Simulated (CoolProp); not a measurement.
Model: reference Helmholtz-energy equation of state, de Reuck 1993, in CoolProp.

**Question.** For methanol, give the phase and the Z, speed of sound (m/s), Joule-Thomson coefficient (K/MPa), expansivity (1/kK) at 360.7 K and 15400 kPa; 360.7 K and 66800 kPa.

**Answer.** 
- 360.7 K and 15400 kPa: liquid; Z 0.221, speed of sound 1020, Joule-Thomson coefficient -0.244, expansivity 1.28
- 360.7 K and 66800 kPa: liquid; Z 0.903, speed of sound 1280, Joule-Thomson coefficient -0.291, expansivity 0.947
